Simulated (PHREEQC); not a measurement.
## Leach liquor (model solution)

Dissolve 0.003 mol H2SO4, 0.023 mol CuSO4 and 0.028 mol MnSO4 per kg of water at 80 °C. Closed to the air; pH follows from the charge balance.

Computed with PHREEQC (ion-association model, phreeqc.dat).

Each row changes one thing in this solution. No solid was allowed to form.

```json
[
 {"case": "as made", "pH": "2.96", "ionic strength (mol/kgw)": "0.102", "SO4-2 (mol/kgw)": "0.0239", "MnSO4 (mol/kgw)": "0.0153", "Cu+2 (mol/kgw)": "0.0129", "Mn+2 (mol/kgw)": "0.0127"},
 {"case": "diluted 2-fold with water", "pH": "3.12", "ionic strength (mol/kgw)": "0.0561", "SO4-2 (mol/kgw)": "0.0134", "MnSO4 (mol/kgw)": "0.00701", "Cu+2 (mol/kgw)": "0.00695", "Mn+2 (mol/kgw)": "0.00699"},
 {"case": "H2SO4 from 0.003 to 0.0003 mol/kgw", "pH": "?", "ionic strength (mol/kgw)": "0.0995", "SO4-2 (mol/kgw)": "0.0247", "MnSO4 (mol/kgw)": "0.0157", "Cu+2 (mol/kgw)": "0.0126", "Mn+2 (mol/kgw)": "0.0123"},
 {"case": "diluted 5-fold with water", "pH": "?", "ionic strength (mol/kgw)": "0.0259", "SO4-2 (mol/kgw)": "0.00627", "MnSO4 (mol/kgw)": "0.00236", "Cu+2 (mol/kgw)": "0.00312", "Mn+2 (mol/kgw)": "0.00324"},
 {"case": "H2SO4 from 0.003 to 0.015 mol/kgw", "pH": "?", "ionic strength (mol/kgw)": "0.113", "SO4-2 (mol/kgw)": "0.0209", "MnSO4 (mol/kgw)": "0.0139", "Cu+2 (mol/kgw)": "0.0140", "Mn+2 (mol/kgw)": "0.0141"},
 {"case": "diluted 100-fold with water", "pH": "4.30", "ionic strength (mol/kgw)": "0.00191", "SO4-2 (mol/kgw)": "0.000480", "MnSO4 (mol/kgw)": "3.34e-5", "Cu+2 (mol/kgw)": "0.000211", "Mn+2 (mol/kgw)": "0.000247"},
 {"case": "H2SO4 from 0.003 to 0.0015 mol/kgw", "pH": "3.26", "ionic strength (mol/kgw)": "0.101", "SO4-2 (mol/kgw)": "?", "MnSO4 (mol/kgw)": "0.0155", "Cu+2 (mol/kgw)": "0.0127", "Mn+2 (mol/kgw)": "0.0125"},
 {"case": "MnSO4 from 0.028 to 0.0252 mol/kgw", "pH": "2.94", "ionic strength (mol/kgw)": "0.0976", "SO4-2 (mol/kgw)": "0.0228", "MnSO4 (mol/kgw)": "0.0137", "Cu+2 (mol/kgw)": "0.0129", "Mn+2 (mol/kgw)": "0.0115"}
]
```

Question: Fill in the missing entries.

Answer: 
- H2SO4 from 0.003 to 0.0003 mol/kgw, pH: 3.94
- diluted 5-fold with water, pH: 3.35
- H2SO4 from 0.003 to 0.015 mol/kgw, pH: 2.20
- H2SO4 from 0.003 to 0.0015 mol/kgw, SO4-2 (mol/kgw): 0.0244

Complexes and solids missing from the database can't appear. Constants without temperature data keep their 25 °C values here.
